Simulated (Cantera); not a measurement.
Mixture: 4.92 % CH4, 17.3 % O2, 77.8 % N2, equivalence ratio 0.57, at 10.0 bar, adiabatic and at constant volume. Ignition delay is the time to a rise of 400 K.

Cantera simulation using GRI-Mech 3.0 (53 species, 325 reactions); the numbers are that mechanism's predictions, not measurements.

Predict: delay at 1323 K; delay at 1523 K; delay at 1723 K; delay at 1923 K; apparent activation energy between 1823 and 2023 K.


| Property | Value |
|---|---|
| delay at 1323 K | 0.998 ms |
| delay at 1523 K | 0.136 ms |
| delay at 1723 K | 27.0 µs |
| delay at 1923 K | 7.59 µs |
| apparent activation energy between 1823 and 2023 K | 170 kJ/mol |
